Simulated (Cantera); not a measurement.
Predominance diagram of Mg at 477 °C against the partial pressures of O2 and Br2 (log10, bar). Source: NASA polynomial tables (part measured, part estimated), evaluated in Cantera. Candidates: Mg(s), MgBr2(s), MgO(s). Only these pure phases compete in this equilibrium. Not in the tables: oxide halides.

```
log p(Br2) \ log p(O2)
        columns: -18, -17.1, -16.3, -15.4, -14.6, -13.7, -12.9, -12, -11.1, -10.3, -9.4, -8.6, -7.7, -6.9, -6, -5.1, -4.3, -3.4, -2.6, -1.7, -0.9, 0
      0  A A A A A A A A B B B B B B B B B B B B B B
   -3.9  B B B B B B B B B B B B B B B B B B B B B B
   -7.8  B B B B B B B B B B B B B B B B B B B B B B
  -11.6  B B B B B B B B B B B B B B B B B B B B B B
  -15.5  B B B B B B B B B B B B B B B B B B B B B B
  -19.4  B B B B B B B B B B B B B B B B B B B B B B
  -23.2  B B B B B B B B B B B B B B B B B B B B B B
  -27.1  B B B B B B B B B B B B B B B B B B B B B B
    -31  B B B B B B B B B B B B B B B B B B B B B B
```

A: MgBr2(s); B: MgO(s).
